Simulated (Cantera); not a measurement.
Input (Python, Cantera) and output of one run.

```python
import numpy as np
import cantera as ct

gas_names = """
    Fe FeO O O2 O3 S SO SO2 SO3 S2 S2O S8
""".split()
cond_names = """
    Fe(a) Fe(c) Fe(d) Fe(L) FeO(s) FeO(L) FeS(a) FeS(b) FeS(c) FeS(L) FeSO4(s) FeS2(s) Fe2O3(s)
    Fe2S3O12(s) Fe3O4(s) S(cr1) S(cr2) S(L)
""".split()


# ... load() reads the species with a 1 bar reference pressure and builds the phases ...
atoms = {
    'FeS2': {'Fe': 1, 'S': 2},
    'O2': {'O': 2},
}
top_T = {'FeSO4(s)': 950, 'FeS2(s)': 1010, 'Fe2O3(s)': 1830, 'Fe2S3O12(s)': 1100, 'Fe3O4(s)': 1870}  # K; cautious upper limits of use, not melting points


# ... equilibrate(T, P, feed) seeds the gas with the atoms and calls Mixture.equilibrate('TP', solver="vcs", rtol=1e-11, max_steps=5000) ...
results = []
feed = {'FeS2': 1, 'O2': 0.31}  # mol
P = 7800  # Pa
for T in [1073, 1123, 1173, 1223, 1273, 1323, 1373, 1423, 1473, 1523, 1573, 1623, 1673]:
    mix = equilibrate(T, P, feed)
    results.append((T, P, feed, dict(zip(mix.species_names, mix.species_moles))))
    x = sorted(zip(gas.X, gas.species_names), reverse=True)
    print(f"T = {T:g} K  P = {P:g} Pa  gas = {mix.phase_moles(0):.4g} mol")
    print("   x: " + "  ".join(f"{s} {v:.3e}" for v, s in x if v > 0.001))
    print("   condensed (mol): " + ("  ".join(f"{mix.phase(i).name} {mix.phase_moles(i):.4g}"
          for i in range(1, mix.n_phases) if mix.phase_moles(i) > 1e-12) or "none"))
```

Result:

```
T = 1073 K  P = 7800 Pa  gas = 0.653 mol
   x: S2 5.189e-01  SO2 4.684e-01  S2O 1.249e-02
   condensed (mol): FeS(c) 1
T = 1123 K  P = 7800 Pa  gas = 0.6531 mol
   x: S2 5.190e-01  SO2 4.684e-01  S2O 1.225e-02
   condensed (mol): FeS(c) 1
T = 1173 K  P = 7800 Pa  gas = 0.6531 mol
   x: S2 5.190e-01  SO2 4.683e-01  S2O 1.204e-02
   condensed (mol): FeS(c) 1
T = 1223 K  P = 7800 Pa  gas = 0.6532 mol
   x: S2 5.190e-01  SO2 4.681e-01  S2O 1.185e-02  SO 1.042e-03
   condensed (mol): FeS(c) 1
T = 1273 K  P = 7800 Pa  gas = 0.6534 mol
   x: S2 5.189e-01  SO2 4.678e-01  S2O 1.167e-02  SO 1.665e-03
   condensed (mol): FeS(c) 1
T = 1323 K  P = 7800 Pa  gas = 0.6535 mol
   x: S2 5.186e-01  SO2 4.673e-01  S2O 1.150e-02  SO 2.567e-03
   condensed (mol): FeS(c) 1
T = 1373 K  P = 7800 Pa  gas = 0.6538 mol
   x: S2 5.182e-01  SO2 4.666e-01  S2O 1.134e-02  SO 3.832e-03
   condensed (mol): FeS(c) 1
T = 1423 K  P = 7800 Pa  gas = 0.6541 mol
   x: S2 5.176e-01  SO2 4.656e-01  S2O 1.118e-02  SO 5.560e-03
   condensed (mol): FeS(c) 1
T = 1473 K  P = 7800 Pa  gas = 0.6545 mol
   x: S2 5.168e-01  SO2 4.642e-01  S2O 1.103e-02  SO 7.860e-03
   condensed (mol): FeS(L) 1
T = 1523 K  P = 7800 Pa  gas = 0.655 mol
   x: S2 5.157e-01  SO2 4.624e-01  S2O 1.088e-02  SO 1.085e-02
   condensed (mol): FeS(L) 1
T = 1573 K  P = 7800 Pa  gas = 0.6557 mol
   x: S2 5.143e-01  SO2 4.601e-01  SO 1.467e-02  S2O 1.072e-02
   condensed (mol): FeS(L) 1
T = 1623 K  P = 7800 Pa  gas = 0.6566 mol
   x: S2 5.125e-01  SO2 4.571e-01  SO 1.943e-02  S2O 1.056e-02
   condensed (mol): FeS(L) 1
T = 1673 K  P = 7800 Pa  gas = 0.6577 mol
   x: S2 5.102e-01  SO2 4.535e-01  SO 2.529e-02  S2O 1.039e-02
   condensed (mol): FeS(L) 1
```

Cantera equilibrium calculation (NASA polynomials, part measured and part estimated; ideal gas, pure solids and liquids). FeS: taken at fixed stoichiometry. Gases not in the tables: S3 to S7.
